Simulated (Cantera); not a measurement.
An adiabatic, constant-pressure homogeneous reactor starts with 24.0 % CO, 11.3 % H2, 13.6 % O2, 51.1 % N2, equivalence ratio 1.3, at 950 K and 1700000 Pa.

Cantera simulation using GRI-Mech 3.0 (53 species, 325 reactions); the numbers are that mechanism's predictions, not measurements. The hydrogen kinetics of GRI-Mech 3.0 are dated; newer H2 mechanisms differ, most at raised pressure. The pressure lies above the range GRI-Mech 3.0 was tuned for (to about 10 atm).

Question: Predict: time of steepest temperature rise; temperature at 9.00 s; equilibrium temperature; x(CO) at 9.00 s; x(H2) at 9.00 s; x(O2) at 9.00 s; x(N2O) at 9.00 s; x(H2O2) at 9.00 s; x(NO) at 9.00 s.

Answer: 
```json
{
 "time_of_steepest_temperature_rise": "9.31 ms",
 "temperature at 9.00 s": "2804 K",
 "equilibrium_temperature": "2804 K",
 "x(CO) at 9.00 s": "0.100 (gas-phase equilibrium 0.100)",
 "x(H2) at 9.00 s": "0.00950 (gas-phase equilibrium 0.00950)",
 "x(O2) at 9.00 s": "0.00429 (gas-phase equilibrium 0.00429)",
 "x(N2O) at 9.00 s": "9.06e-7 (gas-phase equilibrium 9.06e-7)",
 "x(H2O2) at 9.00 s": "3.93e-7 (gas-phase equilibrium 3.93e-7)",
 "x(NO) at 9.00 s": "0.00456 (gas-phase equilibrium 0.00456)"
}
```
